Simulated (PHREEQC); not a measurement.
Solution (69 °C): 0.0082 mol/kgw HF, 0.0029 mol/kgw NaF, 0.00099 mol/kgw H2SiF6 and 0.0019 mol/kgw H3PO4. Closed to the air; pH follows from the charge balance.

The numbers come from PHREEQC with the ion-association model, phreeqc.dat.

```csv
quantity,before,after
pH,2.73,2.96
ionic strength (mol/kgw),0.00578,0.00691
HF (mol/kgw),0.00988,0.00881
F- (mol/kgw),0.00167,0.00251
H2PO4- (mol/kgw),0.00136,0.00154
SiF6-2 (mol/kgw),0.000892,0.000920
SI of Quartz (SiO2),-0.59,-0.74
```

Q: What was changed between the two runs?
A. HF from 0.0082 to 0.0041 mol/kgw
B. temperature from 69 to 85 °C
C. H3PO4 replaced by KH2PO4 at the same molality
D. HF from 0.0082 to 0.00738 mol/kgw
E. 0.0001 mol/kgw KHF2 added

A: C, H3PO4 replaced by KH2PO4 at the same molality

No solid was allowed to form. Constants without temperature data keep their 25 °C values here. SiF6-2 is the database's only silicon fluoride.
